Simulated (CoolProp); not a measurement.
Oxygen along the isotherm 158.6 K: Z from the reference equation and from simpler models built on Tc = 154.6 K, pc = 5.046 MPa, ω = 0.022; each cubic takes its own stable root.

Model: reference Helmholtz-energy equation of state, Schmidt 1985, in CoolProp.

```tsv
p (MPa)	phase	reference	van der Waals	Soave-Redlich-Kwong	Peng-Robinson
0.16	gas	0.9902	0.9911	0.9899	0.9887
0.258	gas	0.9841	0.9856	0.9837	0.9818
0.417	gas	0.9741	0.9765	0.9734	0.9704
0.673	gas	0.9576	0.9616	0.9567	0.9517
1.09	gas	0.9300	0.9365	0.9286	0.9207
1.76	gas	0.8830	0.8935	0.8811	0.8685
2.84	gas	0.7981	0.8151	0.7961	0.7767
4.58	gas	0.6168	0.6408	0.6178	0.5897
7.41	supercritical	0.2749	0.3565	0.3105	0.2823
12	supercritical	0.3800	0.4928	0.4067	0.3668
19.3	supercritical	0.5561	0.7173	0.5749	0.5173
31.2	supercritical	0.8296	1.069	0.8366	0.7524
50.5	supercritical	1.246	1.613	1.236	1.112
```
